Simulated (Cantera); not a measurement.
A perfectly stirred reactor is fed with C2H6 : H2 = 1 : 3.9 (molar parts), at 1.65 Torr; it is held at 1573 K, and followed from long to short residence time.

Detailed kinetics in Cantera: GRI-Mech 3.0 (53 species, 325 reactions). GRI-Mech 3.0 stops at C3 and has no aromatics, soot or wall deposition, so with more carbon than oxygen in the feed, carbon stays in small species such as C2H2 where larger ones or solid carbon would form. Radical loss at walls, strong at low pressure, is not modelled.

**Question.** What does this change do: H2 3.9 to 9.4 parts?

**Answer.** 
```
quantity                  before     after
----------------------  --------  --------
x(C2H6) at τ = 1.90 s   0.000287  0.000147
x(H2) at τ = 1.90 s        0.806     0.888
x(C2H) at τ = 1.90 s     5.50e-7   2.65e-7
x(CH4) at τ = 1.90 s      0.0713    0.0494
x(CH3) at τ = 1.90 s     0.00238   0.00159
x(C2H6) at τ = 0.110 s   0.00381   0.00182
x(H2) at τ = 0.110 s       0.753     0.863
x(C2H) at τ = 0.110 s    5.13e-7   2.26e-7
x(CH4) at τ = 0.110 s      0.144    0.0876
x(CH3) at τ = 0.110 s    0.00759   0.00442
```

**Question.** What does this change do: H2 3.9 to 1.6 parts?

**Answer.** 
```
quantity                  before     after
----------------------  --------  --------
x(C2H6) at τ = 1.90 s   0.000287  0.000463
x(H2) at τ = 1.90 s        0.806     0.716
x(C2H) at τ = 1.90 s     5.50e-7   9.43e-7
x(CH4) at τ = 1.90 s      0.0713    0.0881
x(CH3) at τ = 1.90 s     0.00238   0.00312
x(C2H6) at τ = 0.110 s   0.00381   0.00663
x(H2) at τ = 0.110 s       0.753     0.627
x(C2H) at τ = 0.110 s    5.13e-7   9.78e-7
x(CH4) at τ = 0.110 s      0.144     0.193
x(CH3) at τ = 0.110 s    0.00759    0.0110
```
